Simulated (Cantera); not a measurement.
**Catalytic stagnation flow on Pt**

A jet of 1.84 % CH4, 7.25 % O2, 90.9 % N2, equivalence ratio 0.51 at 300 K and 56.3 Torr hits a platinum plate 6.7 cm away at a mass flux of 0.048 kg/m²/s; the plate temperature is set and raised in steps from an oxygen-covered start.

Model: Deutschmann's 1995 Pt surface mechanism with GRI-Mech 3.0 gas chemistry, integrated in Cantera. Catalytic surfaces can have several steady states; this one follows from the mechanism file's or the stated starting coverage.

```tsv
plate T (K)	wall x CH4	wall x O2	wall x H2O	wall x OH	wall x CO	wall x CO2	θ free Pt	θ O*	θ OH*
950	0.00710	0.0485	0.0210	7.88e-8	4.28e-6	0.0138	0.323	0.676	0.00101
1000	0.00523	0.0446	0.0244	2.09e-7	4.32e-6	0.0161	0.400	0.599	0.000946
1050	0.00399	0.0420	0.0267	4.94e-7	4.45e-6	0.0176	0.474	0.525	0.000853
1100	0.00315	0.0402	0.0281	1.06e-6	4.72e-6	0.0186	0.545	0.455	0.000750
1150	0.00258	0.0391	0.0291	2.10e-6	5.15e-6	0.0192	0.610	0.389	0.000649
1200	0.00218	0.0383	0.0297	3.88e-6	5.80e-6	0.0197	0.670	0.329	0.000556
1250	0.00189	0.0378	0.0302	6.76e-6	6.72e-6	0.0199	0.724	0.275	0.000472
1300	0.00168	0.0375	0.0304	1.12e-5	7.99e-6	0.0200	0.772	0.228	0.000398
```
x: mole fraction at the wall; θ: surface coverage.
